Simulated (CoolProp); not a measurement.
A single-stage vapour-compression cycle with R114: evaporating at 298.15 K (dew point), condensing at 321.15 K (bubble point), superheat 10 K, subcooling 2 K, compressor efficiency 0.7, no pressure losses. Each further row changes one setting.

Values from CoolProp's reference Helmholtz-energy equation of state, Platzer 1990. This equation is an older, rougher fit; its heat capacities, sound speeds and derivatives of the liquid may be far off and weren't checked against measurements.

```
case                              cooling COP  pressure ratio  discharge temperature (K)  refrigerating effect (kJ/kg)  volumetric capacity (kJ/m³)
--------------------------------  -----------  --------------  -------------------------  ----------------------------  ---------------------------
as stated                                8.31            1.97                      330.6                           114                         1740
evaporating temperature 303.15 K         11.0            1.69                      330.6                           117                         2070
condensing temperature 316.15 K          10.9            1.72                      325.9                           119                         1820
subcooling 7 K                           8.68            1.97                      330.6                           119                         1820
superheat 20 K                           8.49            1.97                      340.8                           121                         1780
compressor efficiency 0.6                7.12            1.97                      333.6                           114                         1740
```
